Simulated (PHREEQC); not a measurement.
Make-up at 20 °C: 0.0025 mol/kgw Cu(NO3)2, 5.6e-05 mol/kgw HCl and 0.0062 mol/kgw Na2SO4. Closed to the air; pH follows from the charge balance.

The numbers come from PHREEQC with the ion-association model, phreeqc.dat.

No solid was allowed to form.

**Question.** What pH, ionic strength, specific conductance does the model give?

**Answer.** pH 4.41; ionic strength 0.0232 mol/kgw; specific conductance 1570 µS/cm.

**Question.** In which forms is S present?

**Answer.** SO4-2 87 %, CuSO4 10 %, NaSO4- 2.9 % of the S.

Complexes and solids missing from the database can't appear.
